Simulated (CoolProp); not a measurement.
Vapour-liquid equilibrium of ethylbenzene (1) + o-xylene (2) at 57.05 °C; x and y are mole fractions of (1).

The numbers come from the multi-fluid Helmholtz-energy mixture model, Zhou 2012 and Zhou 2012; pair parameters Bell 2016 in CoolProp.

```
x      bubble pressure, mixture model (MPa)  bubble pressure, Raoult's law (MPa)  y, mixture model  y, Raoult's law
-----  ------------------------------------  -----------------------------------  ----------------  ---------------
0.05                               0.004855                             0.004853             0.068            0.067
0.125                              0.004994                             0.004982             0.165            0.163
0.2                                0.005136                             0.005111             0.259            0.254
0.275                              0.005279                             0.005241             0.347            0.341
0.35                               0.005422                             0.005370             0.430            0.423
0.425                              0.005564                             0.005500             0.508            0.502
0.5                                0.005702                             0.005629             0.581            0.577
0.575                              0.005836                             0.005759             0.651            0.648
0.65                               0.005965                             0.005888             0.717            0.717
0.725                              0.006089                             0.006018             0.780            0.782
0.8                                0.006208                             0.006147             0.841            0.845
0.875                              0.006320                             0.006277             0.901            0.905
0.95                               0.006426                             0.006406             0.960            0.963
```

The largest gap from Raoult's law is +1.3 % in bubble pressure, at x = 0.575. No azeotrope shows between x = 0.05 and 0.95.

Pair parameters are fitted to limited data, so mixtures are less certain than the pure fluids.
